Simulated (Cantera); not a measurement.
Boron, boron nitride and boron oxide: borazine + H2O

A closed system holds: 1 mol borazine, 9 mol H2O, at 56.0 Pa.

These are equilibrium values from Cantera (NASA tables, ideal gas, pure condensed phases), not measurements of a reactor. Candidate condensed phases: B, BN, B2O3, B3O3H3, H2O; 39 gas species. The feed counts by its element totals alone. Kinetics and transport are ignored.

| T (K) | log p H2 | log p H2O | log p HBO2 | log p H | log p N2 | log p B2O3 | log p BO | log p OH |
|---|---|---|---|---|---|---|---|---|
| 1900 | -3.57 | -3.93 | -4.02 | -4.89 | -4.26 | -5.17 | -6.19 | -6.33 |
| 1925 | -3.57 | -3.93 | -4.03 | -4.81 | -4.26 | -5.16 | -6.08 | -6.22 |
| 1950 | -3.58 | -3.93 | -4.03 | -4.73 | -4.26 | -5.15 | -5.98 | -6.12 |
| 1975 | -3.58 | -3.93 | -4.04 | -4.65 | -4.26 | -5.14 | -5.88 | -6.02 |
| 2000 | -3.59 | -3.93 | -4.04 | -4.58 | -4.26 | -5.14 | -5.79 | -5.93 |
| 2025 | -3.59 | -3.93 | -4.05 | -4.51 | -4.27 | -5.13 | -5.70 | -5.83 |
| 2050 | -3.60 | -3.93 | -4.06 | -4.44 | -4.27 | -5.13 | -5.61 | -5.74 |
| 2075 | -3.61 | -3.94 | -4.07 | -4.38 | -4.27 | -5.13 | -5.52 | -5.65 |
| 2100 | -3.62 | -3.94 | -4.08 | -4.32 | -4.28 | -5.13 | -5.44 | -5.56 |
| 2125 | -3.63 | -3.94 | -4.09 | -4.25 | -4.28 | -5.13 | -5.36 | -5.47 |
| 2150 | -3.64 | -3.95 | -4.10 | -4.19 | -4.28 | -5.14 | -5.29 | -5.39 |
| 2175 | -3.65 | -3.95 | -4.11 | -4.14 | -4.29 | -5.14 | -5.22 | -5.31 |
| 2200 | -3.67 | -3.96 | -4.13 | -4.08 | -4.29 | -5.15 | -5.15 | -5.23 |
log p: log10 of the partial pressure in bar; nothing condenses.

From 1900 K to 2200 K nothing is condensed. The main B-bearing gas is HBO2 throughout.
